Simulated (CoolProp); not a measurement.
Nitrous oxide along the isotherm 1.05 °C: density (kg/m³) from the reference equation and from simpler models built on Tc = 36.4 °C, pc = 7.245 MPa, ω = 0.161; each cubic takes its own stable root.

Computed with CoolProp (reference Helmholtz-energy equation of state, Lemmon 2006). It is a short technical equation, of lower accuracy than the large ones.

```csv
p (MPa),phase,reference,van der Waals,Soave-Redlich-Kwong,Peng-Robinson
0.0573,gas,1.111,1.110,1.111,1.111
0.0925,gas,1.797,1.795,1.797,1.798
0.149,gas,2.907,2.900,2.906,2.909
0.242,gas,4.753,4.735,4.751,4.758
0.39,gas,7.745,7.697,7.739,7.758
0.63,gas,12.74,12.61,12.73,12.78
1.02,gas,21.30,20.92,21.26,21.39
1.65,gas,(withheld),35.35,36.37,36.77
2.66,gas,(withheld),61.98,65.65,66.93
4.3,liquid,910.3,125.1,803.5,909.5
6.94,liquid,928.5,598.6,831.1,938.6
11.2,liquid,952.5,634.7,865.7,975.4
18.1,liquid,983.1,671.7,907.5,(withheld)
```

Problem. Some entries are withheld; supply them.

Solution. 
- 1.65, reference: 36.54
- 2.66, reference: 66.49
- 18.1, Peng-Robinson: 1020

At some of these states van der Waals gives the other phase, because its saturation line lies elsewhere.
